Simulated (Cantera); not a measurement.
# Adiabatic ignition

An adiabatic, constant-pressure homogeneous reactor starts with CO : H2 : O2 : N2 = 1 : 0.061 : 0.332 : 1.25 (molar parts), equivalence ratio 1.6, at 1800 K and 2.76 atm.

Cantera simulation using GRI-Mech 3.0 (53 species, 325 reactions); the numbers are that mechanism's predictions, not measurements. The hydrogen kinetics of GRI-Mech 3.0 are dated; newer H2 mechanisms differ, most at raised pressure.

```csv
t (s),T (K),x CO,x H2,x O2,x NO2,x OH
1.00e-5,2031,0.302,0.00226,0.0585,1.43e-8,0.00609
2.46e-5,2404,0.269,0.00287,0.0417,9.19e-8,0.00889
6.05e-5,2756,0.250,0.00286,0.0353,4.29e-7,0.0103
0.000149,2980,0.234,0.00265,0.0271,1.54e-6,0.00979
0.000366,2999,0.232,0.00267,0.0241,3.20e-6,0.00936
0.000902,2995,0.232,0.00269,0.0231,4.01e-6,0.00920
0.00222,2994,0.232,0.00269,0.0230,4.07e-6,0.00918
0.00546,2994,0.232,0.00269,0.0230,4.07e-6,0.00918
0.0134,2994,0.232,0.00269,0.0230,4.07e-6,0.00918
0.0330,2994,0.232,0.00269,0.0230,4.07e-6,0.00918
0.0813,2994,0.232,0.00269,0.0230,4.07e-6,0.00918
0.200,2994,0.232,0.00269,0.0230,4.07e-6,0.00918
```
x: mole fraction; the columns are a selection and need not sum to one.

* **time of steepest temperature rise**: 8.04 µs
* **temperature at 0.200 s**: 2994 K
* **equilibrium temperature**: 2994 K
* **x(CO) at 0.200 s**: 0.232 (gas-phase equilibrium 0.232)
* **x(H2) at 0.200 s**: 0.00269 (gas-phase equilibrium 0.00269)
* **x(O2) at 0.200 s**: 0.0230 (gas-phase equilibrium 0.0230)
